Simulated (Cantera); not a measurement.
Input: 1 mol MgO, 4.5 mol H2S, 0.85 mol O2, held at 36.0 mbar.

These are equilibrium values from Cantera (NASA tables, ideal gas, pure condensed phases), not measurements of a reactor. Candidate condensed phases: H2O, H2SO4, Mg, MgO, Mg(OH)2, MgS, MgSO4, S; 26 gas species. Kinetics and transport are ignored. All values below are at 1250 °C.

Base state: H2 0.333, S2 0.289, H2O 0.255, H2S 0.111, SH 0.00550, SO2 0.00421, SO 0.00109, S2O 0.000555 (mole fractions); condensed: MgO(s).

**Question.** What changes in the equilibrium state with this change: O2 from 0.85 to 0.63 mol?

**Answer.** 
```json
[
 {"species": "H2", "before": "0.333", "after": "0.385"},
 {"species": "S2", "before": "0.289", "after": "0.286"},
 {"species": "H2O", "before": "0.255", "after": "0.194"},
 {"species": "H2S", "before": "0.111", "after": "0.127"},
 {"species": "SO2", "before": "0.00421", "after": "0.00181"},
 {"species": "S2O", "before": "0.000555", "after": "0.000360"},
 {"species": "MgO(s), mol", "before": "1.000", "after": "1.000"}
]
```
